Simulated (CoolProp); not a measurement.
Vapour-liquid equilibrium of hydrogen chloride (1) + propane (2) at 175.9 K; x and y are mole fractions of (1).

The numbers come from the multi-fluid Helmholtz-energy mixture model, Thol 2018 and Lemmon 2009; pair parameters Bell 2016 in CoolProp.

```
x     bubble pressure (kPa)  y at the bubble point  dew pressure at overall composition x (kPa)  liquid density (mol/L)
----  ---------------------  ---------------------  -------------------------------------------  ----------------------
0.05                  13.90                  0.748                                        3.839                   14.98
0.15                    ___                  0.888                                        4.284                   15.94
0.25                  37.67                  0.919                                        4.845                   17.02
0.35                  41.95                  0.931                                        5.575                   18.25
0.45                  43.57                    ___                                        6.564                   19.65
0.55                  43.92                  0.936                                        7.978                   21.27
0.65                    ___                    ___                                        10.17                   23.17
0.75                  44.34                  0.939                                        14.00                     ___
0.85                  45.34                  0.947                                        22.40                   28.11
0.95                    ___                    ___                                        45.56                     ___
```

Q: Fill in the missing entries.

A: 
- 0.15, bubble pressure (kPa): 28.93
- 0.45, y at the bubble point: 0.935
- 0.65, bubble pressure (kPa): 43.98
- 0.65, y at the bubble point: 0.937
- 0.75, liquid density (mol/L): 25.41
- 0.95, bubble pressure (kPa): 46.97
- 0.95, y at the bubble point: 0.974
- 0.95, liquid density (mol/L): 31.40

No azeotrope shows between x = 0.05 and 0.95.

Pair parameters are fitted to limited data, so mixtures are less certain than the pure fluids. With so large a gap from Raoult's law the liquid may split in two, which this calculation doesn't test in full.
